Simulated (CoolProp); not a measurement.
Vapour-liquid equilibrium of R152A (1) + n-butane (2) at 4.69 bar; x and y are mole fractions of (1).

The numbers come from the multi-fluid Helmholtz-energy mixture model, Outcalt 1996 and Bücker 2006; pair parameters Bell 2016 in CoolProp.

Give the bubble temperature and the first vapour's composition at x = 0.05, 0.35, 0.65. Is there an azeotrope?

x = 0.05: 38.5 °C, y = 0.240; x = 0.35: 19.8 °C, y = 0.634; x = 0.65: 16.3 °C, y = 0.740. y crosses x between x = 0.8 and 0.95: the model has an azeotrope there.

The pair parameters rest on a limited set of measurements; away from them the model extrapolates. With so large a gap from Raoult's law the liquid may split in two, which this calculation doesn't test in full.
